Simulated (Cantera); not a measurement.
A closed system holds: 1 mol CCl4, 0.1 mol F2, equilibrated at 1000 Pa.

Cantera equilibrium calculation (NASA polynomials, part measured and part estimated; ideal gas, pure solids and liquids). Candidate condensed phases: C; 27 gas species. The numbers say what is thermodynamically allowed, not how fast it happens.

Question: At 2425 K, list the 5 most abundant gas species with their mole fractions, and the condensed phases.

Answer: Cl 0.954, F 0.0403, CF2 0.00318, Cl2 0.00114, CF 0.00104. Condensed: C(graphite).
